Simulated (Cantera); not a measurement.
Charge: 1 mol BN, a varied amount of HF, at 823 K and 750 Torr.

These are equilibrium values from Cantera (NASA tables, ideal gas, pure condensed phases), not measurements of a reactor. Candidate condensed phases: B, BN; 31 gas species. Kinetics and transport are ignored.

Problem. At 27 mol HF, list the 5 most abundant gas species with their mole fractions, and the condensed phases.

Solution. HF 0.889, H2 0.0556, BF3 0.0370, N2 0.0185, H2F2 6.65e-5. Condensed: gas only.
